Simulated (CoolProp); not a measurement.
Properties of R410A along the isobar 0.767 MPa (Tc = 344.5 K, pc = 4.901 MPa, ω = 0.296).

Model: reference Helmholtz-energy equation of state, Lemmon 2003, in CoolProp. It is a pseudo-pure fit of the blend.

```
T (K)  phase       Z  speed of sound (m/s)  fugacity coefficient
-----  -----  ------  --------------------  --------------------
288.7    gas  0.8775                   ___                0.8903
307.9    gas     ___                 189.3                0.9136
327.1    gas  0.9264                 197.4                0.9307
346.3    gas  0.9410                 204.7                0.9436
365.5    gas  0.9519                   ___                0.9535
384.7    gas  0.9603                 217.8                0.9614
403.9    gas  0.9670                 223.8                0.9677
423.2    gas  0.9724                 229.5                0.9728
442.4    gas  0.9767                 235.1                0.9770
461.6    gas  0.9803                 240.4                0.9805
480.8    gas  0.9833                 245.5                0.9834
500      gas  0.9859                 250.5                0.9859
```

Task: Some entries are withheld; supply them.

Result: 
- 288.7, speed of sound (m/s): 180.0
- 307.9, Z: 0.9065
- 365.5, speed of sound (m/s): 211.5
